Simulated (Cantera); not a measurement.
Charge: 1 mol SiC, a varied amount of H₂O, 47 mol H₂, equilibrated at 1827 °C and 1.00 Torr.

Equilibrium computed with Cantera from the NASA thermochemical tables; the gas is ideal and each condensed phase is pure. Candidate condensed phases: C, C₆H₆, C₇H₈, C₈H₁₈, H₂O, Si, SiC, SiO₂; 123 gas species. Gases not in the tables: Si₂H₆ and higher silanes. Rates play no part.

x: gas mole fraction; n: condensed amount in mol.

| n(H₂O) (mol) | x H₂ | x H | x Si | x CO | x C₂H₂ (acetylene) | n C(graphite) | n SiC(s) |
|---|---|---|---|---|---|---|---|
| 0.0031 | 0.908 | 0.0813 | 0.00780 | 6.20e-5 | 0.00131 | 0.252 | 0.549 |
| 0.0061 | 0.908 | 0.0813 | 0.00780 | 0.000122 | 0.00131 | 0.249 | 0.549 |
| 0.012 | 0.908 | 0.0813 | 0.00780 | ? | 0.00131 | 0.243 | 0.549 |
| 0.023 | 0.908 | 0.0813 | 0.00780 | 0.000459 | 0.00131 | 0.233 | 0.548 |
| 0.045 | 0.908 | 0.0813 | 0.00780 | 0.000898 | 0.00131 | 0.212 | 0.548 |
| 0.088 | 0.907 | 0.0813 | 0.00780 | 0.00175 | 0.00131 | 0.170 | 0.546 |
| 0.17 | 0.905 | 0.0812 | 0.00780 | ? | 0.00131 | ? | 0.544 |
| 0.33 | 0.902 | 0.0810 | 0.00851 | 0.00649 | 0.00109 | 0 | 0.501 |
| 0.65 | 0.893 | 0.0806 | 0.0125 | 0.0124 | 0.000502 | 0 | 0.259 |

**Question.** What belongs in the gaps?

**Answer.** 
- 0.17, x CO: 0.00337
- 0.17, n C(graphite): 0.0912
- 0.012, x CO: 0.000240
